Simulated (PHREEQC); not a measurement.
A solution holds 0.013 mol CaSO4 and 0.00031 mol CO2 per kg of water, at 45 °C. Closed to the air; pH follows from the charge balance.

Equilibrium calculation in PHREEQC: Pitzer model, pitzer.dat.

**Question.** The ionic strength comes out as 0.0520 mol/kgw. What activity coefficients do Ca+2, HCO3-, H+, HSO4-, SO4-2 get?

**Answer.** Ca+2 0.35, HCO3- 0.84, H+ 0.82, HSO4- 0.83, SO4-2 0.31. Single-ion values are on the MacInnes scale.

No solid was allowed to form. Away from 25 °C the constants follow the database's enthalpies or fits; those with neither stay at their 25 °C values.
